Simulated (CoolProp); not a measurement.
Properties of m-xylene along the isobar 5.28 MPa (Tc = 343.7 °C, pc = 3.535 MPa, ω = 0.326).

Model: reference Helmholtz-energy equation of state, Zhou 2012, in CoolProp.

| T (°C) | phase | expansivity (1/kK) | conductivity (mW/(m K)) |
|---|---|---|---|
| 108.15 | liquid | 1.137 | 111 |
| 118.85 | liquid | 1.167 | 108 |
| 129.55 | liquid | 1.200 | 106 |
| 140.25 | liquid | 1.236 | 103 |
| 151.05 | liquid | 1.277 | 101 |
| 161.75 | liquid | 1.321 | 98.7 |
| 172.45 | liquid | 1.370 | 96.5 |
| 183.15 | liquid | 1.425 | 94.4 |
| 193.85 | liquid | 1.487 | 92.4 |
| 204.55 | liquid | 1.558 | 90.4 |
| 215.35 | liquid | 1.638 | 88.6 |
| 226.05 | liquid | 1.730 | 86.8 |
| 236.75 | liquid | 1.837 | 85.2 |
| 247.45 | liquid | 1.962 | 83.6 |

Thermal conductivity comes from a separate model (Mylona 2014).
